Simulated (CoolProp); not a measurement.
The numbers come from the reference Helmholtz-energy equation of state, Thol 2015 in CoolProp.

Q: For 1,2-dichloroethane, give the phase and the density (kg/m³), Joule-Thomson coefficient (K/MPa), isothermal compressibility (1/MPa) at 500 K and 3920 kPa; 500 K and 4900 kPa; 500 K and 5880 kPa.

A: 
- 500 K and 3920 kPa: liquid; density 882, Joule-Thomson coefficient 0.380, isothermal compressibility 0.00889
- 500 K and 4900 kPa: liquid; density 889, Joule-Thomson coefficient 0.320, isothermal compressibility 0.00809
- 500 K and 5880 kPa: liquid; density 896, Joule-Thomson coefficient 0.269, isothermal compressibility 0.00744
